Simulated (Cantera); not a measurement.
An isothermal, constant-pressure homogeneous reactor starts with H₂ : O₂ : N₂ = 0.66 : 1 : 14 (molar parts), equivalence ratio 0.33, at 875 K and 0.133 bar.

Computed with Cantera and the H2/O2 subset of GRI-Mech 3.0, which has no nitrogen chemistry. Radical loss at walls, strong at low pressure, is not modelled. Below about 950 K walls govern HO2 and H2O2 in real vessels. The temperature is held fixed by assumption; the heat of reaction is taken as removed at once.

One state of this run: x H₂ = 7.15e-5; x O₂ = 0.0437; x H₂O = 0.0430; x O = 3.04e-7; x HO₂ = 8.94e-7; x H₂O₂ = 4.29e-7. x: mole fraction; the columns are a selection and need not sum to one.

Problem. Which value of t (s) does it belong to?
A. 0.00464
B. 1.00
C. 0.00215
D. 0.000215

Solution. B, 1.00
